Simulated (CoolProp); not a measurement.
Properties of acetone along the isotherm 536.2 K.

Values from CoolProp's reference Helmholtz-energy equation of state, Lemmon 2006. It is a short technical equation, of lower accuracy than the large ones.

| p (MPa) | phase | cv (kJ/(kg K)) | Joule-Thomson coefficient (K/MPa) | isothermal compressibility (1/MPa) | expansivity (1/kK) |
|---|---|---|---|---|---|
| 0.261 | gas | 1.825 | 9.670 | 3.903 | 1.989 |
| 0.521 | gas | ___ | 9.786 | 1.994 | ___ |
| 0.782 | gas | 1.848 | 9.906 | 1.356 | 2.271 |
| 1.04 | gas | 1.860 | 10.03 | 1.041 | 2.431 |
| 1.3 | gas | 1.872 | 10.16 | 0.8523 | ___ |
| 1.56 | gas | 1.885 | ___ | 0.7275 | 2.806 |
| 1.82 | gas | ___ | 10.42 | 0.6396 | 3.025 |
| 2.09 | gas | 1.914 | 10.57 | 0.5729 | 3.279 |
| 2.35 | gas | 1.929 | ___ | 0.5246 | 3.556 |

Task: Fill in the missing entries.

Result: 
- 0.521, cv (kJ/(kg K)): 1.836
- 0.521, expansivity (1/kK): 2.123
- 1.3, expansivity (1/kK): 2.609
- 1.56, Joule-Thomson coefficient (K/MPa): 10.29
- 1.82, cv (kJ/(kg K)): 1.899
- 2.35, Joule-Thomson coefficient (K/MPa): 10.72
